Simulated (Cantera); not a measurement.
Input: 1 mol Fe3O4, a varied amount of C, 0.34 mol N2, held at 440 Pa.

Cantera equilibrium calculation (NASA polynomials, part measured and part estimated; ideal gas, pure solids and liquids). Candidate condensed phases: C, Fe, Fe(CO)5, FeO, Fe2O3, Fe3O4; 27 gas species. Each liquid is taken as pure. Iron dissolves carbon and melts from about 1420 K in contact with it, which pure phases cannot show. Mutual solubility and eutectic melting of coexisting phases are not modelled. The tables' stoichiometric FeO is somewhat more stable than real wüstite, so its field is too wide. FeO: taken at fixed stoichiometry. Condensed phases not in the tables: cementite and carbon dissolved in iron. Equilibrium is a limit: real reactors are often held back by kinetics, nucleation or transport.

Stable condensed phases, one row left out:

```
T in K \ n(C) in mol
         0.93  1.1  1.4  1.7  2.1  2.5  3.1  3.8  4.7  5.7    7
   2475     A    A    A    A    A    A    A    A    B    B    B
   2375     C    C    C    C    C    A    A    A    B    B    B
   2275     C    C    C    C    C    C    C    A    B    B    B
   2175     C    C    C    C    C    C    C    A    B    B    B
   1975     C    D    D    D    D    D    D    E    F    F    F
   1875     C    D    D    D    D    D    D    E    F    F    F
   1775     D    D    D    D    D    D    D    E    F    F    F
   1675     D    D    D    D    D    D    D    E    F    F    F
   1575     D    D    D    D    D    D    D    E    F    F    F
   1475     D    D    D    D    D    D    D    E    F    F    F
```

A: gas only; B: C; C: FeO; D: Fe + FeO; E: Fe; F: C + Fe.

### Question
Give the row for 2075 K.

### Answer
0.93: FeO; 1.1: FeO; 1.4: Fe + FeO; 1.7: Fe + FeO; 2.1: Fe + FeO; 2.5: Fe + FeO; 3.1: Fe + FeO; 3.8: Fe; 4.7: C + Fe; 5.7: C + Fe; 7: C + Fe.
